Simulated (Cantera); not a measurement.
A Cantera script and what it prints.

```python
import numpy as np
import cantera as ct

gas_names = """
    CL CL2 H HCL H2 N NH NH2 NH3 N2 N2H2 N2H4 Si SiCL SiCL2 SiCL3 SiCL4 SiH SiHCL3 SiH2 SiH2CL2 SiH3
    SiH3CL SiH4 SiN Si2 Si2N Si3
""".split()
cond_names = """
    NH4CL(a) NH4CL(b) Si(cr) Si(L) Si3N4(a)
""".split()


def load(file, names, dense=False):
    # The tables refer to 1 bar. Condensed volumes are neglected.
    table = {s.name: s for s in ct.Species.list_from_file(file)}
    out = []
    for n in names:
        d = dict(table[n].input_data)
        d["thermo"] = dict(d["thermo"], **{"reference-pressure": 1e5})
        if dense:
            d["equation-of-state"] = {"model": "constant-volume", "density": "1e6 g/cm^3"}
        out.append(ct.Species.from_dict(d))
    return out


gas = ct.Solution(thermo="ideal-gas", species=load("nasa_gas.yaml", gas_names))
cond = {s.name: ct.Solution(thermo="fixed-stoichiometry", species=[s], name=s.name)
        for s in load("nasa_condensed.yaml", cond_names, dense=True)}
atoms = {
    'SiH4': {'Si': 1, 'H': 4},
    'HCl': {'H': 1, 'CL': 1},
    'N2': {'N': 2},
    'Cl2': {'CL': 2},
}
top_T = {'Si3N4(a)': 2400}  # K; cautious upper limits of use, not melting points


def equilibrate(T, P, feed):
    n = {}
    for name, mol in feed.items():
        for a, k in atoms[name].items():
            n[a] = n.get(a, 0.0) + k * mol
    gas.TPX = T, P, n
    mass = sum(n.values()) * gas.mean_molecular_weight
    gas.equilibrate("TP")
    valid = [c for c in cond.values() if c.min_temp <= T <= top_T.get(c.name, c.max_temp)]
    mix = ct.Mixture([(gas, mass / gas.mean_molecular_weight)] + [(c, 0.0) for c in valid])
    mix.T, mix.P = T, P
    mix.equilibrate("TP", solver="vcs", rtol=1e-11, max_steps=5000)
    return mix


results = []
T = 1600  # K
P = 13332.2  # Pa
for m in [0.051, 0.2, 0.35, 0.5, 0.64, 0.79, 0.94]:
    feed = {'SiH4': 1, 'HCl': 0.026, 'N2': 32, 'Cl2': m}  # mol
    mix = equilibrate(T, P, feed)
    results.append((T, P, feed, dict(zip(mix.species_names, mix.species_moles))))

top = {s: max(r[3][s] / sum(r[3][g] for g in gas_names) for r in results) for s in gas_names}
cols = sorted((s for s in top if top[s] > 0.001), key=lambda s: -top[s])[:7]
seen = [c for c in cond_names if any(r[3].get(c, 0) > 1e-12 for r in results)]
print("log10 of partial pressures in bar; condensed amounts in mol")
print(f"{'n(Cl2)':>10s}" + "".join(f"{s[:9]:>10s}" for s in cols + seen))
for T, P, feed, n in results:
    ng = sum(n[g] for g in gas_names)
    print(f"{feed['Cl2']:10.4g}" + "".join(f"{np.log10(max(n[s] / ng * P / 1e5, 1e-99)):10.3f}" for s in cols)
          + "".join(f"{n.get(c, 0):10.4g}" for c in seen))
```

Result:

```
log10 of partial pressures in bar; condensed amounts in mol
    n(Cl2)        N2        H2       HCL     SiCL2  Si3N4(a)
     0.051    -0.903    -2.109    -3.296    -5.692    0.3332
       0.2    -0.905    -2.144    -2.784    -4.633    0.3313
      0.35    -0.907    -2.181    -2.566    -4.158    0.3272
       0.5    -0.909    -2.218    -2.430    -3.848    0.3204
      0.64    -0.910    -2.252    -2.340    -3.633    0.3115
      0.79    -0.912    -2.289    -2.268    -3.451     0.299
      0.94    -0.914    -2.325    -2.213    -3.303    0.2836
```

These are equilibrium values from Cantera (NASA tables, ideal gas, pure condensed phases), not measurements of a reactor. The tables' values for SiCl3 are old estimates; treat these amounts as uncertain.
